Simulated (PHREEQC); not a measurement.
A column of 0.5 m (40 cells, dispersivity 0.04 m, 300 s a shift, diffusion coefficient 3e-10 m²/s) holds 0.0093 eq of the database's cation exchanger X per kg of pore water, first in equilibrium with 0.87 mmol/kgw ZnSO4, 42 mmol/kgw LiCl, 7.8 mmol/kgw MgCl2 and 0.01 mmol/kgw HCl. It is flushed with 0.00034 mol/kgw ZnSO4, 0.0024 mol/kgw MgCl2 and 1e-05 mol/kgw HCl, at 15 °C. Values are for the last cell. The system is closed to CO2. Nothing may precipitate in this run.

The numbers come from PHREEQC with the ion-association model, phreeqc.dat.

```tsv
pore volumes	Li in solution (mol/kgw)	Cl in solution (mol/kgw)	Zn in solution (mol/kgw)	Mg in solution (mol/kgw)	S in solution (mol/kgw)
0	0.0420	0.0576	0.000870	0.00780	0.000870
0.6125	0.0368	0.0504	0.000757	0.00684	0.000798
1.012	0.0187	0.0266	0.000434	0.00406	0.000558
1.613	0.00399	0.00874	0.000258	0.00249	0.000379
2.212	0.000682	0.00537	0.000259	0.00242	0.000346
2.812	0.000106	0.00488	0.000279	0.00245	0.000341
3.212	3.02e-5	0.00483	0.000292	0.00244	0.000340
3.812	4.50e-6	0.00481	0.000307	0.00243	0.000340
4.412	6.67e-7	0.00481	0.000319	0.00242	0.000340
5.013	9.85e-8	0.00481	0.000327	0.00241	0.000340
5.412	2.75e-8	0.00481	0.000331	0.00241	0.000340
6.013	4.05e-9	0.00481	0.000334	0.00241	0.000340
```

Species that the database lacks are ignored.
